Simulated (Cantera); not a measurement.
## Premixed flame

A freely propagating, adiabatic, planar premixed flame of 8.20 % CH₄, 19.3 % O₂, 72.5 % N₂, unburnt at 450 K and 0.380 bar; multicomponent transport, grid criteria slope 0.08 and curve 0.16, no radiation.

Detailed kinetics in Cantera: GRI-Mech 3.0 (53 species, 325 reactions). Burning velocities carry a grid error of a few per cent, more on coarse grids.

```tsv
z (mm)	T (K)	u (m/s)	x CH₄	x O₂	x O	x C₂H₂	x OH	x CH₃
-2.73	450	0.860	0.0819	0.193	<1e-8	<1e-8	<1e-8	<1e-8
-1.82	451	0.863	0.0818	0.192	<1e-8	<1e-8	<1e-8	1.16e-7
-1.36	455	0.872	0.0815	0.192	<1e-8	1.88e-8	2.21e-8	6.07e-7
-0.909	494	0.950	0.0792	0.189	1.47e-7	2.91e-7	1.34e-6	6.38e-6
-0.454	841	1.64	0.0594	0.162	1.47e-5	6.12e-6	5.14e-5	0.000246
-0.227	1234	2.43	0.0334	0.125	0.000162	2.02e-5	0.000401	0.00144
0	1602	3.17	0.00818	0.0807	0.00128	3.65e-5	0.00258	0.00142
0.227	1746	3.46	0.000654	0.0552	0.00418	5.62e-6	0.00619	0.000159
0.454	1784	3.52	2.93e-5	0.0464	0.00572	1.55e-7	0.00788	7.50e-6
0.909	1828	3.59	6.71e-8	0.0414	0.00600	<1e-8	0.00871	1.90e-8
1.82	1885	3.68	<1e-8	0.0385	0.00529	<1e-8	0.00890	<1e-8
3.64	1954	3.80	<1e-8	0.0364	0.00404	<1e-8	0.00855	<1e-8
7.27	2027	3.93	<1e-8	0.0341	0.00269	<1e-8	0.00767	<1e-8
```
x: mole fraction of selected species; z is measured from the peak of heat release.

```
Quantity                     Result
------------------------  ---------
laminar burning velocity  85.9 cm/s
thermal thickness          0.909 mm
peak x(O)                   0.00604
peak x(C₂H₂)                3.77e-5
peak x(OH)                  0.00890
peak x(CH₃)                 0.00193
```
